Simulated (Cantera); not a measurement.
A Cantera script and what it prints.

```python
import numpy as np
import cantera as ct

gas_names = """
    C CO CO2 C2 C2O C3 C3O2 C4 C5 O O2 O3
""".split()
cond_names = """
    C(gr)
""".split()


# ... load() reads the species with a 1 bar reference pressure and builds the phases ...
atoms = {
    'CO2': {'C': 1, 'O': 2},
    'O2': {'O': 2},
}
top_T = {'C(gr)': 4500}  # K; cautious upper limits of use, not melting points


# ... equilibrate(T, P, feed) seeds the gas with the atoms and calls Mixture.equilibrate('TP', solver="vcs", rtol=1e-11, max_steps=5000) ...
results = []
feed = {'CO2': 1, 'O2': 2}  # mol
T = 1048  # K
P = 1000  # Pa
mix = equilibrate(T, P, feed)
results.append((T, P, feed, dict(zip(mix.species_names, mix.species_moles))))
x = sorted(zip(gas.X, gas.species_names), reverse=True)
print(f"T = {T:g} K  P = {P:g} Pa  gas = {mix.phase_moles(0):.4g} mol")
print("   x: " + "  ".join(f"{s} {v:.3e}" for v, s in x if v > 0.001))
print("   condensed (mol): " + ("  ".join(f"{mix.phase(i).name} {mix.phase_moles(i):.4g}"
      for i in range(1, mix.n_phases) if mix.phase_moles(i) > 1e-12) or "none"))
```

It prints:

```
T = 1048 K  P = 1000 Pa  gas = 3 mol
   x: O2 6.667e-01  CO2 3.333e-01
   condensed (mol): none
```

Cantera equilibrium calculation (NASA polynomials, part measured and part estimated; ideal gas, pure solids and liquids).
